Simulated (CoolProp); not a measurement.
R410A at 423.11 K and 8.5 MPa flows at 1.6 m/s in a round tube of 12.7 mm bore and 1.5 µm roughness, fully developed (64/Re and Nu = 3.66 if laminar; Colebrook and Gnielinski if turbulent). Each further row changes one setting.

Values from CoolProp's reference Helmholtz-energy equation of state, Lemmon 2003. It is a pseudo-pure fit of the blend.

```tsv
case	Reynolds number	Darcy friction factor	pressure drop (Pa/m)	heat-transfer coefficient (W/(m² K))	mass flow (kg/h)
as stated	203000	(withheld)	(withheld)	1210	186
velocity 3.2 m/s	406000	(withheld)	1540	2220	(withheld)
diameter 25.4 mm	406000	(withheld)	(withheld)	1070	746
```

Some entries are withheld; supply them.


- as stated, Darcy friction factor: 0.0165
- as stated, pressure drop (Pa/m): 425
- velocity 3.2 m/s, Darcy friction factor: 0.0150
- velocity 3.2 m/s, mass flow (kg/h): 373
- diameter 25.4 mm, Darcy friction factor: 0.0144
- diameter 25.4 mm, pressure drop (Pa/m): 185

Viscosity comes from a separate model (Geller 2000). Thermal conductivity comes from a separate model (Geller 2001).
